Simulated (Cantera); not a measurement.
An isothermal, constant-pressure homogeneous reactor starts with H₂ : O₂ = 0.0071 : 1 (molar parts), at 1323 K and 3200 Pa.

Computed with Cantera and the H2/O2 subset of GRI-Mech 3.0, which has no nitrogen chemistry. Radical loss at walls, strong at low pressure, is not modelled.

x: mole fraction; the columns are a selection and need not sum to one.

| t (s) | x H₂ | x O₂ | x H₂O₂ | x OH | x O | x H | x H₂O |
|---|---|---|---|---|---|---|---|
| 3.00e-5 | 0.00705 | 0.993 | <1e-12 | 2.53e-9 | 2.60e-9 | 1.39e-9 | 1.86e-10 |
| 7.84e-5 | 0.00705 | 0.993 | 1.40e-12 | 9.20e-9 | 9.85e-9 | 2.01e-9 | 1.92e-9 |
| 0.000205 | 0.00705 | 0.993 | 9.27e-12 | 3.47e-8 | 4.00e-8 | 4.21e-9 | 1.83e-8 |
| 0.000536 | 0.00705 | 0.993 | 5.84e-11 | 2.34e-7 | 2.91e-7 | 2.17e-8 | 2.45e-7 |
| 0.00140 | 0.00702 | 0.993 | 3.63e-10 | 1.32e-5 | 1.67e-5 | 1.16e-6 | 1.78e-5 |
| 0.00366 | ___ | 0.987 | ___ | ___ | 0.00556 | ___ | ___ |
| 0.00958 | 1.92e-5 | 0.987 | 2.16e-8 | 0.000758 | 0.00575 | 0.000148 | 0.00658 |
| 0.0250 | 1.61e-5 | 0.988 | 2.07e-8 | 0.000694 | 0.00478 | 0.000113 | 0.00664 |
| 0.0655 | 1.07e-5 | 0.989 | 1.83e-8 | 0.000567 | 0.00315 | 6.06e-5 | 0.00674 |
| 0.171 | 4.85e-6 | 0.991 | 1.35e-8 | 0.000383 | 0.00141 | 1.82e-5 | 0.00686 |
| 0.448 | 1.42e-6 | 0.992 | 7.22e-9 | 0.000208 | 0.000409 | 2.88e-6 | 0.00697 |
| 1.17 | 3.17e-7 | 0.993 | 2.67e-9 | 9.84e-5 | 9.05e-5 | 3.01e-7 | 0.00702 |
| 3.06 | 6.75e-8 | 0.993 | 7.78e-10 | 4.56e-5 | 1.93e-5 | 2.98e-8 | 0.00705 |
| 8.00 | ___ | 0.993 | 2.28e-10 | ___ | ___ | ___ | 0.00706 |

**Question.** What belongs in the gaps?

**Answer.** 
- 0.00366, x H₂: 0.000327
- 0.00366, x H₂O₂: 4.86e-8
- 0.00366, x OH: 0.00126
- 0.00366, x H: 0.000247
- 0.00366, x H₂O: 0.00597
- 8.00, x H₂: 1.66e-8
- 8.00, x OH: 2.27e-5
- 8.00, x O: 4.77e-6
- 8.00, x H: 3.67e-9
